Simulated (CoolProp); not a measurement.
Vapour pressure (bar) of dimethyl ether: the reference equation beside estimates from Tc = 400.4 K, pc = 53.37 bar, ω = 0.196. Clausius-Clapeyron is anchored at 227.3 K with a constant enthalpy of vaporisation of 22.51 kJ/mol.

Computed with CoolProp (reference Helmholtz-energy equation of state, Wu 2011).

```
T (K)  reference  Lee-Kesler  Clausius-Clapeyron  van der Waals  Redlich-Kwong
-----  ---------  ----------  ------------------  -------------  -------------
227.3     0.3667      0.3577              0.3667          3.343         0.5964
244.1     0.8383      0.8255              0.8323          5.081          1.290
260.9      1.697       1.685               1.700          7.348          2.473
277.8      3.129       3.128               3.195          10.22          4.329
294.6      5.320       5.340               5.570          13.73          7.012
311.4      8.500       8.549               9.143          17.93          10.70
328.2      12.91       12.99               14.27          22.88          15.57
345.1      18.85       18.95               21.37          28.63          21.80
```

Absolute difference from the reference over all 8 rows, mean and median: Lee-Kesler 0.9 and 0.6 %, Clausius-Clapeyron 4.9 and 3.4 %, van der Waals 284.4 and 192.4 %, Redlich-Kwong 36.8 and 35.1 %.
